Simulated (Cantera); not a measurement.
A perfectly stirred reactor is fed with 6.67 % C3H8, 93.3 % H2, at 0.220 bar; it is held at 1675 K, and followed from long to short residence time.

Cantera simulation using GRI-Mech 3.0 (53 species, 325 reactions); the numbers are that mechanism's predictions, not measurements. GRI-Mech 3.0 was tuned for natural gas; its chemistry of propane as a main component is partial and can be far from experiment. GRI-Mech 3.0 stops at C3 and has no aromatics, soot or wall deposition, so with more carbon than oxygen in the feed, carbon stays in small species such as C2H2 where larger ones or solid carbon would form.

Problem. Predict: x(C3H8) at τ = 11.0 s; x(H2) at τ = 11.0 s; x(C2H4) at τ = 11.0 s; x(H) at τ = 11.0 s; x(CH4) at τ = 11.0 s; x(C3H8) at τ = 39.0 ms; x(H2) at τ = 39.0 ms; x(C2H4) at τ = 39.0 ms; x(H) at τ = 39.0 ms; x(CH4) at τ = 39.0 ms.

Solution. 
```json
{
  "x(C3H8) at τ = 11.0 s": "2.44e-7",
  "x(H2) at τ = 11.0 s": "0.909",
  "x(C2H4) at τ = 11.0 s": "0.000923",
  "x(H) at τ = 11.0 s": "0.000242",
  "x(CH4) at τ = 11.0 s": "0.0118",
  "x(C3H8) at τ = 39.0 ms": "5.11e-5",
  "x(H2) at τ = 39.0 ms": "0.888",
  "x(C2H4) at τ = 39.0 ms": "0.00198",
  "x(H) at τ = 39.0 ms": "0.000447",
  "x(CH4) at τ = 39.0 ms": "0.0470"
}
```
